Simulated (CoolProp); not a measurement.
Computed with CoolProp (reference Helmholtz-energy equation of state, Akasaka 2019).

Give the vapour pressure (MPa), liquid density (kg/m³), vapour density (kg/m³), liquid cp (kJ/(kg K)) of saturated R1234ze(Z) at 369.1, 391.6 K.


| T (K) | p (MPa) | liquid density (kg/m³) | vapour density (kg/m³) | liquid cp (kJ/(kg K)) |
|---|---|---|---|---|
| 369.1 | 1.24 | 997 | 62.7 | 1.58 |
| 391.6 | 1.97 | 893 | 110 | 1.83 |
